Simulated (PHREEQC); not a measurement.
A PHREEQC input (ion-association model, phreeqc.dat):

```
SOLUTION 1
  temp 25
  units mg/L
  pH 6.43
  pe 12.6
  Na 0.257
  K 0.00102
  Ca 0.117
  Mg 0.0187
  Cl 0.0894
  S(6) 0.458 as SO4
  Alkalinity 0.372 as HCO3
  Zn 0.00549
  Cu(2) 0.00063
END
USE solution 1
EQUILIBRIUM_PHASES 1
  Quaartz 0 0.5
  CO2(g) -3.4 10
END
```

It stops with these messages:

```
ERROR: Phase not found in database, Quaartz.
ERROR: Calculations terminating due to input errors.
```

The fault: the phase Quartz misspelt. The line should read `Quartz` where the input has `Quaartz`. With the mend the run ends at pH 6.06 and ionic strength 2.79e-5 mol/kgw.
